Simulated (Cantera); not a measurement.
**Ignition delay**

Mixture: 8.47 % CH4, 15.4 % O2, 57.9 % N2, 17.8 % H2O, 0.415 % C2H6, equivalence ratio 1.2, at 500000 Pa, adiabatic and at constant pressure. Ignition delay is the time to a rise of 400 K.

Computed with Cantera and GRI-Mech 3.0 (53 species, 325 reactions).

```csv
T0 (K),delay (ms)
1250,2.42
1325,1.20
1400,0.593
1475,0.293
1550,0.146
1625,0.0748
1700,0.0401
1775,0.0228
1850,0.0139
```

The apparent activation energy between 1700 and 1850 K is 180 kJ/mol.
